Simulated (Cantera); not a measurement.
A diamond (100) surface in a fixed gas of H2 with x(CH4) = 0.016, x(H) = 0.00036, x(CH3) = 3.3e-05, 0.0316 atm; coverages are run to steady state.

Detailed kinetics in Cantera: the Harris–Goodwin 1993 mechanism for the reconstructed diamond (100) surface.

θ: site fractions in the mechanism's names (c6HH fully hydrogenated, c6H* and c6*H radical sites, c6** diradical, c6HM methylated).

```tsv
T (K)	growth (µm/h)	θ c6HH	θ c6H*	θ c6*H	θ c6**	θ c6HM
950	[?]	0.611	0.0131	0.312	0.00540	0.0450
1000	[?]	0.587	0.0173	0.354	0.00751	0.0243
1050	[?]	0.563	0.0218	0.391	0.00976	0.00962
1100	[?]	0.539	0.0264	0.418	0.0118	0.00311
1150	[?]	0.518	0.0307	0.436	0.0135	0.000953
1200	[?]	0.504	0.0348	0.446	0.0147	0.000297
1250	[?]	0.496	0.0385	0.449	0.0155	9.52e-5
1300	[?]	0.496	0.0418	0.446	0.0157	3.13e-5
1350	[?]	0.501	0.0445	0.439	0.0156	1.08e-5
1400	[?]	0.510	0.0468	0.428	0.0151	4.06e-6
```

**Question.** Complete the blanks.

**Answer.** 
- 950, growth (µm/h): 0.319
- 1000, growth (µm/h): 0.276
- 1050, growth (µm/h): 0.173
- 1100, growth (µm/h): 0.0965
- 1150, growth (µm/h): 0.0619
- 1200, growth (µm/h): 0.0503
- 1250, growth (µm/h): 0.0447
- 1300, growth (µm/h): 0.0344
- 1350, growth (µm/h): 0.0198
- 1400, growth (µm/h): 0.00903
